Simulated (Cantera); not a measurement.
Input: 1 mol SiH2Cl2, 1.7 mol N2, at 575 °C and 10000 Pa.

Method: chemical equilibrium by Gibbs-energy minimisation in Cantera with the NASA 1993 tables (ideal gas, pure condensed phases). Candidate condensed phases: NH4Cl, Si, Si3N4; 28 gas species. N2 is the only nitrogen source here; it is nearly inert below about 1500 K, so the nitride shown seldom forms there in practice. Kinetics and transport are ignored.

Base state: N2 0.417, HCl 0.290, H2 0.195, SiCl4 0.0975, SiHCl3 0.000106, NH3 1.05e-5 (mole fractions); condensed: Si3N4(s).

Q: What changes in the equilibrium state with this change: 0.66 mol O2 added?

A: 
```tsv
species	before	after
HCl	0.290	0.534
N2	0.417	0.433
H2	0.195	0.0218
SiCl4	0.0975	0.0109
SiHCl3	0.000106	7.20e-7
NH3	1.05e-5	4.00e-7
Si3N4(s), mol	0.238	0
SiO2(β-quartz), mol	0	0.559
Si2N2O(s), mol	0	0.202
```
Further candidate phases: H2O, SiO2, Si2N2O.
